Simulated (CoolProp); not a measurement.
The numbers come from the reference Helmholtz-energy equation of state, Gao 2022 in CoolProp.

**Question.** For n-perfluorohexane, give the phase and the cp (kJ/(kg K)), speed of sound (m/s), isothermal compressibility (1/MPa) at 299.8 K and 0.784 bar.

**Answer.** 
- 299.8 K and 0.784 bar: liquid; cp 1.05, speed of sound 511, isothermal compressibility 0.00282
